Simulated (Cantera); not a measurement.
**Equilibrium for hydrogen reduction and annealing atmospheres: Ta2O5 + H2**

Input: 1 mol Ta2O5, 1100 mol H2, equilibrated at 1.00 bar.

Method: chemical equilibrium by Gibbs-energy minimisation in Cantera with the NASA 1993 tables (ideal gas, pure condensed phases). Candidate condensed phases: H2O, Ta, Ta2O5; 12 gas species. Mutual solubility and eutectic melting of coexisting phases are not modelled. Condensed phases not in the tables: N, O or C dissolved in the metal. Rates play no part.

```tsv
T (°C)	log p H2	log p H2O	log p H	log p TaO2	log p OH	log p TaO	n Ta(s)	n Ta2O5(s)
1202	0.00	-4.12	-4.89	-11.43	-10.58	<-12	0.0337	0.983
1252	0.00	-3.94	-4.63	-10.74	-10.08	-11.41	0.0504	0.975
1302	0.00	-3.78	-4.38	-10.10	-9.60	-10.78	0.0734	0.963
1352	0.00	-3.63	-4.15	-9.50	-9.15	-10.18	0.104	0.948
1402	0.00	-3.48	-3.94	-8.93	-8.73	-9.63	0.145	0.928
1452	0.00	-3.35	-3.73	-8.40	-8.34	-9.10	0.197	0.901
1502	0.00	-3.22	-3.54	-7.90	-7.97	-8.61	0.264	0.868
1552	0.00	-3.10	-3.36	-7.43	-7.62	-8.14	0.346	0.827
1602	0.00	-2.99	-3.18	-6.99	-7.28	-7.70	0.448	0.776
1652	0.00	-2.89	-3.02	-6.57	-6.97	-7.28	0.572	0.714
1702	0.00	-2.79	-2.86	-6.17	-6.67	-6.89	0.719	0.640
```
log p: log10 of the partial pressure in bar; n: condensed amount in mol.

From 1202 °C to 1702 °C the condensed part is Ta(s) + Ta2O5(s).
